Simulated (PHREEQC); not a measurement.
0.34 g of hydrous ferric oxide (600 m²/g; 0.2 weak and 0.005 strong sites per Fe, Dzombak-Morel constants, diffuse double layer) in 1 kg of water with 0.001 mol/kgw of an inert sodium salt and 0.052 mmol/kgw NaH2PO4, 0.005 mmol/kgw CuSO4 and 0.04 mmol/kgw Na2HAsO4, at 25 °C; the pH is set by adding NaOH or the inert anion's acid. Oxygen is held at 0.21 atm. No CO2 enters from the air. Precipitation was switched off in this run.

The series has 17 steps of pH, from 4 to 10.

The numbers come from PHREEQC with the ion-association model, wateq4f.dat.

Near which pH is half of the P sorbed, and on which side is more sorbed?

Near pH 8.9, with more sorbed at lower pH.

Near which pH is half of the S sorbed, and on which side is more sorbed?

Near pH 6.4, with more sorbed at lower pH.

Near which pH is half of the Cu sorbed, and on which side is more sorbed?

Near pH 4.8, with more sorbed at higher pH.

H3PO4, which wateq4f.dat lacks, is added to it with the constant of phreeqc.dat. The database has no phosphate complexes of Cu. The database has no arsenate complexes of Cu. The database's constant for dissolved Cu(OH)2 is higher than later reviews accept.
